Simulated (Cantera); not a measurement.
A perfectly stirred reactor is fed with CH₄ : H₂ = 1 : 16 (molar parts), at 101000 Pa; it is held at 1800 K, and followed from long to short residence time.

Model: GRI-Mech 3.0 (53 species, 325 reactions), integrated in Cantera. GRI-Mech 3.0 stops at C3 and has no aromatics, soot or wall deposition, so with more carbon than oxygen in the feed, carbon stays in small species such as C2H2 where larger ones or solid carbon would form.

Problem. What does this change do: pressure from 101000 Pa to 12.0 Pa?

Solution. 
```
quantity                  before     after
----------------------  --------  --------
x(CH₄) at τ = 0.980 s     0.0114    0.0576
x(H₂) at τ = 0.980 s       0.966     0.941
x(C₂H₂) at τ = 0.980 s    0.0219  0.000172
x(C₂H) at τ = 0.980 s    6.93e-8  9.35e-10
x(CH₃) at τ = 0.980 s    8.29e-5  0.000717
x(CH₄) at τ = 77.0 ms     0.0250    0.0588
x(H₂) at τ = 77.0 ms       0.959     0.941
x(C₂H₂) at τ = 77.0 ms    0.0155   1.04e-8
x(C₂H) at τ = 77.0 ms    4.83e-8    <1e-12
x(CH₃) at τ = 77.0 ms   0.000179   5.64e-5
```
Radical loss at walls, strong at low pressure, is not modelled.

Problem. What does this change do: H2 16 to 110 parts?

Solution. 
```json
[
 {"quantity": "x(CH₄) at τ = 0.980 s", "before": "0.0114", "after": "0.00391"},
 {"quantity": "x(H₂) at τ = 0.980 s", "before": "0.966", "after": "0.993"},
 {"quantity": "x(C₂H₂) at τ = 0.980 s", "before": "0.0219", "after": "0.00246"},
 {"quantity": "x(C₂H) at τ = 0.980 s", "before": "6.93e-8", "after": "7.71e-9"},
 {"quantity": "x(CH₃) at τ = 0.980 s", "before": "8.29e-5", "after": "2.82e-5"},
 {"quantity": "x(CH₄) at τ = 77.0 ms", "before": "0.0250", "after": "0.00667"},
 {"quantity": "x(H₂) at τ = 77.0 ms", "before": "0.959", "after": "0.992"},
 {"quantity": "x(C₂H₂) at τ = 77.0 ms", "before": "0.0155", "after": "0.00111"},
 {"quantity": "x(C₂H) at τ = 77.0 ms", "before": "4.83e-8", "after": "3.44e-9"},
 {"quantity": "x(CH₃) at τ = 77.0 ms", "before": "0.000179", "after": "4.79e-5"}
]
```
